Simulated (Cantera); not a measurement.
## Adiabatic ignition

An adiabatic, constant-pressure homogeneous reactor starts with 7.86 % CH4, 10.4 % O2, 81.7 % N2, equivalence ratio 1.5, at 1225 K and 4.90 bar.

Model: GRI-Mech 3.0 (53 species, 325 reactions), integrated in Cantera.

```json
[
 {"t (s)": "1.00e-6", "T (K)": "1225", "x CH4": "0.0786", "x O2": "0.104", "x CO": "<1e-12", "x CH2O": "5.05e-12", "x CH2": "<1e-12"},
 {"t (s)": "3.88e-6", "T (K)": "1225", "x CH4": "0.0786", "x O2": "0.104", "x CO": "<1e-12", "x CH2O": "7.86e-11", "x CH2": "<1e-12"},
 {"t (s)": "1.51e-5", "T (K)": "1225", "x CH4": "0.0786", "x O2": "0.104", "x CO": "<1e-12", "x CH2O": "1.23e-9", "x CH2": "<1e-12"},
 {"t (s)": "5.84e-5", "T (K)": "1225", "x CH4": "0.0786", "x O2": "0.104", "x CO": "1.60e-11", "x CH2O": "2.12e-8", "x CH2": "<1e-12"},
 {"t (s)": "0.000227", "T (K)": "1225", "x CH4": "0.0786", "x O2": "0.104", "x CO": "1.64e-9", "x CH2O": "5.12e-7", "x CH2": "<1e-12"},
 {"t (s)": "0.000879", "T (K)": "1225", "x CH4": "0.0785", "x O2": "0.104", "x CO": "2.34e-7", "x CH2O": "1.07e-5", "x CH2": "<1e-12"},
 {"t (s)": "0.00341", "T (K)": "1226", "x CH4": "0.0784", "x O2": "0.104", "x CO": "9.52e-6", "x CH2O": "7.51e-5", "x CH2": "1.28e-12"},
 {"t (s)": "0.0132", "T (K)": "1238", "x CH4": "0.0761", "x O2": "0.103", "x CO": "0.000593", "x CH2O": "0.000686", "x CH2": "2.63e-11"},
 {"t (s)": "0.0514", "T (K)": "2121", "x CH4": "2.75e-11", "x O2": "4.42e-7", "x CO": "0.0523", "x CH2O": "4.92e-9", "x CH2": "<1e-12"},
 {"t (s)": "0.199", "T (K)": "2122", "x CH4": "2.70e-11", "x O2": "4.43e-7", "x CO": "0.0523", "x CH2O": "4.92e-9", "x CH2": "<1e-12"},
 {"t (s)": "0.773", "T (K)": "2122", "x CH4": "2.70e-11", "x O2": "4.44e-7", "x CO": "0.0523", "x CH2O": "4.92e-9", "x CH2": "<1e-12"},
 {"t (s)": "3.00", "T (K)": "2122", "x CH4": "2.70e-11", "x O2": "4.44e-7", "x CO": "0.0523", "x CH2O": "4.92e-9", "x CH2": "<1e-12"}
]
```
x: mole fraction; the columns are a selection and need not sum to one.

| Quantity | Result |
|---|---|
| time of steepest temperature rise | 19.2 ms |
| temperature at 3.00 s | 2122 K |
| equilibrium temperature | 2122 K |
| x(CH4) at 3.00 s | 2.70e-11 (gas-phase equilibrium 3.05e-11) |
| x(O2) at 3.00 s | 4.44e-7 (gas-phase equilibrium 4.44e-7) |
| x(CO) at 3.00 s | 0.0523 (gas-phase equilibrium 0.0523) |
